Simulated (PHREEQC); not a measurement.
**Acid rinse or clean: speciation**

Dissolve 6.5 mmol/kgw HNO3, 12 mmol/kgw CaCl2 and 17 mmol/kgw CuCl2 at 45 °C. Closed to the air; pH follows from the charge balance.

Computed with PHREEQC (ion-association model, phreeqc.dat).

- pH: 2.27
- ionic strength: 0.0889 mol/kgw
- specific conductance: 11900 µS/cm
- density: 0.994 g/cm³
- total alkalinity: -6.50 meq/kg

```
species  molality  activity   log γ
-------  --------  --------  ------
Cl-        0.0557    0.0428  -0.115
Cu+2       0.0147   0.00592  -0.396
Ca+2       0.0120   0.00469  -0.408
H+        0.00650   0.00536  -0.083
NO3-      0.00650   0.00491  -0.122
CuCl+     0.00221   0.00171  -0.113
CuCl2     4.70e-5   4.80e-5   0.009
CuOH+     1.43e-8   1.10e-8  -0.113
CuCl3-    1.32e-8   1.02e-8  -0.113
```

Precipitation was switched off in this run. At this temperature some constants are extrapolated from 25 °C, and those without enthalpy data are left unchanged.
